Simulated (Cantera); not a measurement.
Equilibrium for halide evaporation, hydrolysis and transport: NaCl + HCl + N2

Charge: 1 mol NaCl, 0.9 mol HCl, 0.72 mol N2, equilibrated at 825 K.

Cantera equilibrium calculation (NASA polynomials, part measured and part estimated; ideal gas, pure solids and liquids). Candidate condensed phases: NH4Cl, Na, NaCl; 17 gas species. The numbers say what is thermodynamically allowed, not how fast it happens.

```json
[
 {"P (Pa)": "0.100", "x HCl": "0.395", "x N2": "0.316", "x NaCl": "0.234", "x Na2Cl2": "0.0555", "x Cl": "2.71e-6", "x H2": "1.38e-6", "x Cl2": "2.73e-8", "n NaCl(s)": "0.215"},
 {"P (Pa)": "1.60", "x HCl": "0.546", "x N2": "0.436", "x NaCl": "0.0146", "x Na2Cl2": "0.00347", "x Cl": "1.28e-6", "x H2": "7.39e-7", "x Cl2": "9.76e-8", "n NaCl(s)": "0.964"},
 {"P (Pa)": "25", "x HCl": "0.555", "x N2": "0.444", "x NaCl": "0.000934", "x Na2Cl2": "0.000222", "x Cl": "4.45e-7", "x H2": "4.06e-7", "x Cl2": "1.84e-7", "n NaCl(s)": "0.998"},
 {"P (Pa)": "400", "x HCl": "0.556", "x N2": "0.444", "x NaCl": "5.84e-5", "x Na2Cl2": "1.39e-5", "x Cl": "1.28e-7", "x H2": "3.07e-7", "x Cl2": "2.43e-7", "n NaCl(s)": "1.000"},
 {"P (Pa)": "6300", "x HCl": "0.556", "x N2": "0.444", "x NaCl": "3.71e-6", "x Na2Cl2": "8.81e-7", "x Cl": "3.37e-8", "x H2": "2.82e-7", "x Cl2": "2.65e-7", "n NaCl(s)": "1.000"},
 {"P (Pa)": "100000", "x HCl": "0.556", "x N2": "0.444", "x NaCl": "2.34e-7", "x Na2Cl2": "5.55e-8", "x Cl": "8.56e-9", "x H2": "2.76e-7", "x Cl2": "2.71e-7", "n NaCl(s)": "1.000"}
]
```
x: gas mole fraction; n: condensed amount in mol.

From 1.00e-6 bar to 1.00 bar the condensed part is NaCl(s). The main Na-bearing gas is NaCl throughout.
